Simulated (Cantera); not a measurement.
A Cantera script and what it prints.

```python
import numpy as np
import cantera as ct

gas_names = [...]  # 151 gases of nasa_gas.yaml made of C, H, N, O, Si
cond_names = """
    C(gr) C6H6(L) C7H8(L) C8H18(L),n-octa H2O(s) H2O(L) Si(cr) Si(L) SiC(b) SiO2(Lqz) SiO2(hqz) SiO2(L)
    Si2N2O(s) Si3N4(a)
""".split()


# ... load() reads the species with a 1 bar reference pressure and builds the phases ...
atoms = {
    'HMDSO': {'Si': 2, 'C': 6, 'H': 18, 'O': 1},
    'NO': {'N': 1, 'O': 1},
    'H2': {'H': 2},
}
top_T = {'C(gr)': 4500, 'SiC(b)': 3050, 'Si2N2O(s)': 2100, 'Si3N4(a)': 2400}  # K; cautious upper limits of use, not melting points


# ... equilibrate(T, P, feed) seeds the gas with the atoms and calls Mixture.equilibrate('TP', solver="vcs", rtol=1e-11, max_steps=5000) ...
results = []
feed = {'HMDSO': 1, 'NO': 0.15, 'H2': 95}  # mol
P = 100000  # Pa
for T in [873, 923, 973, 1023, 1073, 1123, 1173, 1223, 1273, 1323]:
    mix = equilibrate(T, P, feed)
    results.append((T, P, feed, dict(zip(mix.species_names, mix.species_moles))))
    x = sorted(zip(gas.X, gas.species_names), reverse=True)
    print(f"T = {T:g} K  P = {P:g} Pa  gas = {mix.phase_moles(0):.4g} mol")
    print("   x: " + "  ".join(f"{s} {v:.3e}" for v, s in x if v > 1e-05))
    print("   condensed (mol): " + ("  ".join(f"{mix.phase(i).name} {mix.phase_moles(i):.4g}"
          for i in range(1, mix.n_phases) if mix.phase_moles(i) > 1e-12) or "none"))
```

Result:

```
T = 873 K  P = 100000 Pa  gas = 99.31 mol
   x: H2 9.528e-01  CH4 4.720e-02
   condensed (mol): SiC(b) 1.313  SiO2(hqz) 0.5375  Si2N2O(s) 0.075
T = 923 K  P = 100000 Pa  gas = 99.31 mol
   x: H2 9.528e-01  CH4 4.720e-02
   condensed (mol): SiC(b) 1.313  SiO2(hqz) 0.5375  Si2N2O(s) 0.075
T = 973 K  P = 100000 Pa  gas = 99.31 mol
   x: H2 9.528e-01  CH4 4.720e-02
   condensed (mol): SiC(b) 1.313  SiO2(hqz) 0.5375  Si2N2O(s) 0.075
T = 1023 K  P = 100000 Pa  gas = 99.31 mol
   x: H2 9.528e-01  CH4 4.720e-02
   condensed (mol): SiC(b) 1.313  SiO2(hqz) 0.5375  Si2N2O(s) 0.075
T = 1073 K  P = 100000 Pa  gas = 99.79 mol
   x: H2 9.578e-01  CH4 4.216e-02
   condensed (mol): C(gr) 0.4801  SiC(b) 1.313  SiO2(hqz) 0.5374  Si2N2O(s) 0.075
T = 1123 K  P = 100000 Pa  gas = 101.2 mol
   x: H2 9.722e-01  CH4 2.774e-02
   condensed (mol): C(gr) 1.879  SiC(b) 1.313  SiO2(hqz) 0.5371  Si2N2O(s) 0.075
T = 1173 K  P = 100000 Pa  gas = 102.1 mol
   x: H2 9.812e-01  CH4 1.873e-02  CO 2.711e-05
   condensed (mol): C(gr) 2.771  SiC(b) 1.314  SiO2(hqz) 0.5361  Si2N2O(s) 0.07499
T = 1223 K  P = 100000 Pa  gas = 102.7 mol
   x: H2 9.869e-01  CH4 1.298e-02  CO 9.623e-05
   condensed (mol): C(gr) 3.34  SiC(b) 1.318  SiO2(hqz) 0.5325  Si2N2O(s) 0.07498
T = 1273 K  P = 100000 Pa  gas = 103.1 mol
   x: H2 9.905e-01  CH4 9.215e-03  CO 3.085e-04
   condensed (mol): C(gr) 3.689  SiC(b) 1.329  SiO2(hqz) 0.5214  Si2N2O(s) 0.07493
T = 1323 K  P = 100000 Pa  gas = 103.4 mol
   x: H2 9.924e-01  CH4 6.694e-03  CO 9.042e-04
   condensed (mol): C(gr) 3.854  SiC(b) 1.36  SiO2(hqz) 0.4905  Si2N2O(s) 0.07473
```

Cantera equilibrium calculation (NASA polynomials, part measured and part estimated; ideal gas, pure solids and liquids). The feed counts by its element totals alone. Mutual solubility and eutectic melting of coexisting phases are not modelled. The tables hold silica as quartz up to 1696 K and as liquid above; real silica turns to tridymite and cristobalite and melts near 1996 K.
